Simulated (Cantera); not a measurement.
Charge: 1 mol N2O, 4.9 mol H2O, 0.046 mol O2, held at 3475 K and 5.40 bar.

Equilibrium computed with Cantera from the NASA thermochemical tables; the gas is ideal and each condensed phase is pure. The numbers say what is thermodynamically allowed, not how fast it happens.

| species | before | after |
|---|---|---|
| H2O | 0.406 | 0.208 |
| H | 0.0806 | 0.205 |
| OH | 0.132 | 0.141 |
| O | 0.0550 | 0.123 |
| N2 | 0.118 | 0.0975 |
| H2 | 0.113 | 0.137 |
| NO | 0.0183 | 0.0162 |
| O2 | 0.0764 | 0.0722 |
| NO2 | 1.13e-5 | 4.18e-6 |
| HO2 | 0.000129 | 5.82e-5 |
| N | 2.91e-5 | 6.10e-5 |
Gas species are given as mole fractions.

**Question.** What was changed between the two runs?
A. N2O replaced by NH3
B. pressure from 5.40 bar to 1 atm
C. temperature from 3475 K to 2173 K
D. temperature from 3475 K to 1148 K

**Answer.** B, pressure from 5.40 bar to 1 atm
